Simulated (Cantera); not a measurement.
Cantera with NASA thermochemical tables; ideal gases at 1 bar, condensed phases pure. Values are per mole of reaction as written; species without (g) are pure solids or liquids, kept so even where they would boil at 1 bar. TaC: taken at fixed stoichiometry.

3 C2H6(g) + CO(g) + TaO2(g) ⇌ 3 C2H5OH(g) + TaC

```
T (K)  ΔH° (kJ)  ΔS° (J/K)  ΔG° (kJ)  log10 K
-----  --------  ---------  --------  -------
750      -278.5     -267.5     -77.8     5.42
825      -276.7     -265.4     -57.8     3.66
900         [?]        [?]       [?]      [?]
975      -273.4     -261.6     -18.3     0.98
1050     -271.7     -259.9       1.2    -0.06
1125     -270.0     -258.4      20.7    -0.96
1200     -268.3     -256.9      40.0    -1.74
1275        [?]        [?]       [?]      [?]
1350     -264.8     -254.2      78.3    -3.03
```

Task: Some entries are withheld; supply them.

Result: 
- 900, ΔH° (kJ): -275.1
- 900, ΔS° (J/K): -263.4
- 900, ΔG° (kJ): -38.0
- 900, log10 K: 2.21
- 1275, ΔH° (kJ): -266.5
- 1275, ΔS° (J/K): -255.5
- 1275, ΔG° (kJ): 59.2
- 1275, log10 K: -2.43
